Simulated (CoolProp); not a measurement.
Vapour-liquid equilibrium of toluene (1) + m-xylene (2) at 0.0965 MPa; x and y are mole fractions of (1).

Values from CoolProp's multi-fluid Helmholtz-energy mixture model, Lemmon 2006 and Zhou 2012; pair parameters Bell 2016.

**Question.** Give the bubble temperature and the first vapour's composition at x = 0.2, 0.5, 0.65. Is there an azeotrope?

**Answer.** x = 0.2: 402.3 K, y = 0.357; x = 0.5: 392.6 K, y = 0.690; x = 0.65: 388.8 K, y = 0.801. No azeotrope shows between x = 0.05 and 0.95.

Pair parameters are fitted to limited data, so mixtures are less certain than the pure fluids.
